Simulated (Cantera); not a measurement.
A closed system holds: 1 mol B, 0.13 mol HCl, 9 mol H₂, held at 0.133 bar.

Cantera equilibrium calculation (NASA polynomials, part measured and part estimated; ideal gas, pure solids and liquids). Candidate condensed phases: B; 13 gas species. Gases not in the tables: BHCl₂. Rates play no part.

Over these rows the condensed part is B(s). Partial pressures as log10 of bar:

```json
[
 {"T (K)": "873", "1000/T (1/K)": "1.1455", "log p BCl₃": "-3.74", "log p H₂": "-0.88", "log p HCl": "-2.87"},
 {"T (K)": "1023", "1000/T (1/K)": "0.9775", "log p BCl₃": "-4.44", "log p H₂": "-0.88", "log p HCl": "-2.75"},
 {"T (K)": "1173", "1000/T (1/K)": "0.8525", "log p BCl₃": "-5.16", "log p H₂": "-0.88", "log p HCl": "-2.73"},
 {"T (K)": "1323", "1000/T (1/K)": "0.7559", "log p BCl₃": "?", "log p H₂": "-0.88", "log p HCl": "-2.72"},
 {"T (K)": "1473", "1000/T (1/K)": "0.6789", "log p BCl₃": "-6.23", "log p H₂": "-0.88", "log p HCl": "-2.72"},
 {"T (K)": "1623", "1000/T (1/K)": "0.6161", "log p BCl₃": "-6.62", "log p H₂": "-0.88", "log p HCl": "-2.72"}
]
```

Question: Fit log p(BCl₃) = a + b·(1000/T) to the five rows, give the apparent enthalpy, and predict the row at 1323 K.

Answer: Means: 1000/T = 0.8541, log p = -5.238. Sxy = 1.037580, Sxx = 0.1874831, so b = 5.53 and a = -5.238 − (5.53)×0.8541 = -9.96.
Apparent enthalpy: −19.145 × (5.53) = -106 kJ/mol. With the condensed phases at unit activity, B(s) + 3 HCl(g) = BCl₃(g) + 3/2 H₂(g) links this pressure to the main gases: over the six rows their terms move log p by +0.45 in all, so the slope isn't that reaction's ΔH° alone. The five rows lie within 0.11 of the line; that is curvature, so one enthalpy describes this range poorly.
Prediction at 1323 K: -9.96 + (5.53)×0.7559 = -5.78. The computed value is -5.75, 0.03 from the line.
